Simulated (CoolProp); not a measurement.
Values from CoolProp's reference Helmholtz-energy equation of state, Schmidt 1985. Above 300 K oxygen's equation is extrapolated.

For oxygen, give the phase and the viscosity (µPa s), conductivity (mW/(m K)) at 518.85 °C and 0.283 bar.


- 518.85 °C and 0.283 bar: gas; viscosity 42.0, conductivity 59.5

Viscosity comes from a separate model (Lemmon 2004). Thermal conductivity comes from a separate model (Lemmon 2004).
